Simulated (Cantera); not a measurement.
# Catalytic combustion on Pt

An isothermal plug-flow reactor at 650 K and 69000 Pa (inlet), inlet velocity 2 m/s, active area per volume 6800 1/m; feed 0.233 % CO, 1.40 % O2, 91.9 % N2, 6.51 % H2O, equivalence ratio 0.083.

Detailed kinetics in Cantera: Deutschmann's 1995 Pt surface mechanism with GRI-Mech 3.0 gas chemistry. Catalytic surfaces can have several steady states; this one follows from the mechanism file's or the stated starting coverage. Mass transfer to the wall is taken as infinitely fast.

```json
[
 {"z (m)": "4.3e-05", "x CO": "0.00219", "x O2": "0.0139", "x H2O": "0.0651", "x CO2": "0.000135", "θ free Pt": "0.0623", "θ O*": "0.0135", "θ OH*": "0.00173", "θ CO*": "0.922"},
 {"z (m)": "9.2e-05", "x CO": "0.00202", "x O2": "0.0138", "x H2O": "0.0651", "x CO2": "0.000305", "θ free Pt": "0.0663", "θ O*": "0.0153", "θ OH*": "0.00190", "θ CO*": "0.916"},
 {"z (m)": "0.0002", "x CO": "0.00154", "x O2": "0.0136", "x H2O": "0.0651", "x CO2": "0.000791", "θ free Pt": "0.0836", "θ O*": "0.0246", "θ OH*": "0.00271", "θ CO*": "0.889"},
 {"z (m)": "0.00043", "x CO": "0.000700", "x O2": "0.0132", "x H2O": "0.0652", "x CO2": "0.00163", "θ free Pt": "0.0218", "θ O*": "0.968", "θ OH*": "0.00869", "θ CO*": "0.00131"},
 {"z (m)": "0.00092", "x CO": "0.000594", "x O2": "0.0131", "x H2O": "0.0652", "x CO2": "0.00173", "θ free Pt": "0.0160", "θ O*": "0.976", "θ OH*": "0.00748", "θ CO*": "0.000598"},
 {"z (m)": "0.002", "x CO": "0.000476", "x O2": "0.0130", "x H2O": "0.0652", "x CO2": "0.00185", "θ free Pt": "0.0131", "θ O*": "0.980", "θ OH*": "0.00678", "θ CO*": "0.000318"},
 {"z (m)": "0.0043", "x CO": "0.000342", "x O2": "0.0130", "x H2O": "0.0652", "x CO2": "0.00199", "θ free Pt": "0.0112", "θ O*": "0.982", "θ OH*": "0.00627", "θ CO*": "0.000166"}
]
```
x: gas mole fraction; θ: surface coverage.
